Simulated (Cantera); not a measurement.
Input (Python, Cantera):

```python
import numpy as np
import cantera as ct

gas = ct.Solution("gri30.yaml")
gas.TPX = 1373, 500000, {'CO': 0.011, 'O2': 0.0048, 'H2O': 0.001, 'N2': 1}
reactor = ct.IdealGasConstPressureReactor(gas, energy="off", clone=False)
net = ct.ReactorNet([reactor])
net.rtol, net.atol = 1e-08, 1e-18
show = ['CO', 'O2', 'H2O', 'H2', 'NO', 'H']
times = np.geomspace(0.0002, 40, 14)

steps = ct.SolutionArray(gas, extra=["t"])
rows = []
print(f"{'t/s':>10s}{'T/K':>9s}{'P/Pa':>11s}" + "".join(f"{s:>11s}" for s in show))
for t in times:
    while net.time < t:
        t_next = net.step()
        steps.append(gas.state, t=t_next)
    rows.append([np.interp(t, steps.t, y) for y in (steps.T, steps.P, *steps(*show).X.T)])
    print(f"{t:10.3e}{rows[-1][0]:9.1f}{rows[-1][1]:11.4g}" + "".join(f"{x:11.3e}" for x in rows[-1][2:]))
rate = np.gradient(steps.T, steps.t)
print("integrator steps:", len(steps.t))
if steps.T.max() > steps.T[0] + 200:
    print(f"time of steepest temperature rise: {steps.t[rate.argmax()]:.4e} s")
gas.TPX = 1373, 500000, {'CO': 0.011, 'O2': 0.0048, 'H2O': 0.001, 'N2': 1}
gas.equilibrate("TP")
print(f"equilibrium (TP): T = {gas.T:.1f} K  " + "  ".join(f"{s} {gas[s].X[0]:.3e}" for s in show))
```

Output:

```
       t/s      T/K       P/Pa         CO         O2        H2O         H2         NO          H
 2.000e-04   1373.0      5e+05  1.082e-02  4.721e-03  9.835e-04  8.287e-10  2.869e-14  5.044e-09
 5.114e-04   1373.0      5e+05  1.082e-02  4.719e-03  9.833e-04  3.080e-08  8.324e-13  1.117e-07
 1.308e-03   1373.0      5e+05  1.004e-02  4.269e-03  9.304e-04  2.174e-05  3.435e-08  3.864e-05
 3.345e-03   1373.0      5e+05  4.048e-03  1.315e-03  8.928e-04  4.432e-05  1.558e-06  7.049e-05
 8.553e-03   1373.0      5e+05  1.655e-03  1.589e-04  9.118e-04  5.052e-05  2.523e-06  3.886e-05
 2.187e-02   1373.0      5e+05  1.342e-03  9.333e-06  9.211e-04  5.988e-05  2.665e-06  1.126e-05
 5.593e-02   1373.0      5e+05  1.325e-03  7.550e-07  9.245e-04  6.210e-05  2.636e-06  2.444e-06
 1.430e-01   1373.0      5e+05  1.324e-03  1.176e-07  9.254e-04  6.235e-05  2.588e-06  6.384e-07
 3.658e-01   1373.0      5e+05  1.324e-03  2.681e-08  9.256e-04  6.236e-05  2.542e-06  2.061e-07
 9.353e-01   1373.0      5e+05  1.324e-03  6.935e-09  9.257e-04  6.235e-05  2.497e-06  7.848e-08
 2.392e+00   1373.0      5e+05  1.323e-03  1.608e-09  9.258e-04  6.234e-05  2.445e-06  3.723e-08
 6.117e+00   1373.0      5e+05  1.323e-03  2.019e-10  9.258e-04  6.233e-05  2.368e-06  2.584e-08
 1.564e+01   1373.0      5e+05  1.323e-03  2.220e-11  9.258e-04  6.232e-05  2.214e-06  2.338e-08
 4.000e+01   1373.0      5e+05  1.323e-03  1.568e-11  9.257e-04  6.230e-05  1.918e-06  2.076e-08
integrator steps: 1949
equilibrium (TP): T = 1373.0 K  CO 1.321e-03  O2 3.939e-12  H2O 9.259e-04  H2 6.223e-05  NO 3.026e-09  H 1.183e-08
```

Model: GRI-Mech 3.0 (53 species, 325 reactions), integrated in Cantera.
